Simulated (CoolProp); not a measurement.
Vapour-liquid equilibrium of neopentane (1) + n-pentane (2) at 121.55 °C; x and y are mole fractions of (1).

Values from CoolProp's multi-fluid Helmholtz-energy mixture model, Lemmon 2006 and Thol 2019; pair parameters Bell 2016.

```json
[
 {"x": "0.05", "bubble pressure (bar)": "9.708", "y at the bubble point": "0.075", "dew pressure at overall composition x (bar)": "9.588", "liquid density (mol/L)": "6.995"},
 {"x": "0.2", "bubble pressure (bar)": "10.76", "y at the bubble point": "0.277", "dew pressure at overall composition x (bar)": "10.34", "liquid density (mol/L)": "6.879"},
 {"x": "0.35", "bubble pressure (bar)": "11.83", "y at the bubble point": "0.449", "dew pressure at overall composition x (bar)": "11.20", "liquid density (mol/L)": "6.759"},
 {"x": "0.5", "bubble pressure (bar)": "12.92", "y at the bubble point": "0.598", "dew pressure at overall composition x (bar)": "12.19", "liquid density (mol/L)": "6.633"},
 {"x": "0.65", "bubble pressure (bar)": "14.03", "y at the bubble point": "0.731", "dew pressure at overall composition x (bar)": "13.34", "liquid density (mol/L)": "6.499"},
 {"x": "0.8", "bubble pressure (bar)": "15.17", "y at the bubble point": "0.852", "dew pressure at overall composition x (bar)": "14.67", "liquid density (mol/L)": "6.356"},
 {"x": "0.95", "bubble pressure (bar)": "16.35", "y at the bubble point": "0.964", "dew pressure at overall composition x (bar)": "16.19", "liquid density (mol/L)": "6.202"}
]
```

No azeotrope shows between x = 0.05 and 0.95.

The pair parameters rest on a limited set of measurements; away from them the model extrapolates.
